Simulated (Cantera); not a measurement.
An adiabatic, constant-volume homogeneous reactor starts with 16.8 % H₂, 17.4 % O₂, 65.8 % N₂, at 1375 K and 16.0 bar.

Cantera simulation using the H2/O2 subset of GRI-Mech 3.0, which has no nitrogen chemistry; the numbers are that mechanism's predictions, not measurements. The hydrogen kinetics of GRI-Mech 3.0 are dated; newer H2 mechanisms differ, most at raised pressure. The pressure lies above the range GRI-Mech 3.0 was tuned for (to about 10 atm).

Q: Predict: time of steepest temperature rise; temperature at 4.00 s; equilibrium temperature; x(H₂) at 4.00 s; x(O₂) at 4.00 s; x(O) at 4.00 s; x(H₂O) at 4.00 s; x(H) at 4.00 s.

A: 
```
Property                                                              Result
---------------------------------  -----------------------------------------
time of steepest temperature rise                                    2.51 µs
temperature at 4.00 s                                                 2727 K
equilibrium temperature                                               2727 K
x(H₂) at 4.00 s                      0.00171 (gas-phase equilibrium 0.00171)
x(O₂) at 4.00 s                        0.0949 (gas-phase equilibrium 0.0949)
x(O) at 4.00 s                       0.00232 (gas-phase equilibrium 0.00232)
x(H₂O) at 4.00 s                         0.174 (gas-phase equilibrium 0.174)
x(H) at 4.00 s                     0.000485 (gas-phase equilibrium 0.000485)
```
